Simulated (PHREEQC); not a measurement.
1 kg of water holding 0.33 mol/kgw KCl, 0.21 mol/kgw CaCl2, 0.064 mol/kgw MgCl2, 0.28 mol/kgw SrCl2 and 0.016 mol/kgw NaCl is evaporated at 25 °C; the solids stay in contact with the brine. CO2 from the air is kept out. Solids allowed: Bischofite, Brucite, Carnallite, Halite, Portlandite, Sylvite, MgCl2_4H2O. Others were left out.

Equilibrium calculation in PHREEQC: Pitzer model, pitzer.dat.

| water left (kg) | ionic strength | water activity | Sylvite (mol) | Na in solution (mol/kgw) | Ca in solution (mol/kgw) |
|---|---|---|---|---|---|
| 1 | 2.01 | 0.961 | 0 | 0.0160 | 0.210 |
| 0.8219 | 2.44 | [?] | 0 | 0.0195 | 0.256 |
| 0.6755 | 2.97 | 0.939 | 0 | 0.0237 | 0.311 |
| 0.5552 | 3.62 | 0.923 | 0 | 0.0288 | 0.378 |
| 0.4563 | 4.40 | 0.901 | 0 | 0.0351 | 0.460 |
| 0.375 | 5.35 | 0.873 | 0 | 0.0427 | 0.560 |
| 0.3082 | 6.51 | 0.836 | 0 | 0.0519 | 0.681 |
| 0.2533 | 7.93 | 0.788 | 0 | 0.0632 | 0.829 |
| 0.2082 | 9.64 | 0.725 | 0 | 0.0768 | 1.01 |
| 0.1711 | 11.0 | 0.674 | [?] | 0.0935 | 1.23 |
| 0.1407 | 12.8 | 0.603 | 0.214 | 0.114 | 1.49 |
| 0.1156 | [?] | 0.510 | 0.270 | 0.138 | 1.82 |
| 0.09502 | 18.0 | 0.395 | 0.301 | 0.168 | 2.21 |

Q: What belongs in the gaps?

A: 
- 0.8219, water activity: 0.951
- 0.1711, Sylvite (mol): 0.125
- 0.1156, ionic strength: 15.0

Species that the database lacks are ignored.
